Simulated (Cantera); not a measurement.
A closed system holds: 1 mol HMDSO, 2.3 mol NO, 0.29 mol H₂, held at 1825 °C and 0.180 bar.

Equilibrium computed with Cantera from the NASA thermochemical tables; the gas is ideal and each condensed phase is pure. Candidate condensed phases: C, C₆H₆, C₇H₈, C₈H₁₈, H₂O, Si, SiC, SiO₂, Si₂N₂O, Si₃N₄; 151 gas species. The feed counts by its element totals alone. The numbers say what is thermodynamically allowed, not how fast it happens.

Base state: H₂ 0.667, CO 0.237, N₂ 0.0808, H 0.00593, HCN 0.00495, SiO 0.00274, C₂H₂ (acetylene) 0.000954, HNC 0.000333 (mole fractions); condensed: C(graphite) + SiC(s).

Problem. What changes in the equilibrium state with this change: pressure from 0.180 bar to 60.0 Pa?

Solution. 
```tsv
species	before	after
H₂	0.667	0.580
CO	0.237	0.222
H	0.00593	0.0958
Si	5.63e-5	0.0169
N₂	0.0808	0.0757
CH₄	2.66e-5	6.69e-8
Si₂	5.66e-8	1.70e-5
Si₂C	2.29e-6	0.000686
SiC₂	3.60e-6	0.00108
SiN	1.41e-6	2.37e-5
C(graphite), mol	0.677	0.927
SiC(s), mol	1.96	1.67
```
The tables' values for SiN are old estimates; treat these amounts as uncertain.
